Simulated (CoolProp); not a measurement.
Vapour-liquid equilibrium of CHF3 (R23) (1) + C2F6 (R116) (2) at 270.1 K; x and y are mole fractions of (1).

Computed with CoolProp (multi-fluid Helmholtz-energy mixture model, Penoncello 2003 and Lemmon 2006; pair parameters Bell 2016).

| x | bubble pressure, mixture model (bar) | bubble pressure, Raoult's law (bar) | y, mixture model | y, Raoult's law |
|---|---|---|---|---|
| 0.05 | 18.56 | 17.30 | 0.094 | 0.066 |
| 0.2 | 22.14 | 18.19 | 0.289 | 0.252 |
| 0.35 | 24.48 | 19.08 | 0.424 | 0.421 |
| 0.5 | 25.84 | 19.97 | 0.538 | 0.575 |
| 0.65 | 26.28 | 20.87 | 0.649 | 0.715 |
| 0.8 | 25.75 | 21.76 | 0.769 | 0.844 |
| 0.95 | 23.95 | 22.65 | 0.928 | 0.962 |

The largest gap from Raoult's law is +29.4 % in bubble pressure, at x = 0.5. y crosses x between x = 0.5 and 0.65: the model has an azeotrope there.

The pair parameters rest on a limited set of measurements; away from them the model extrapolates.
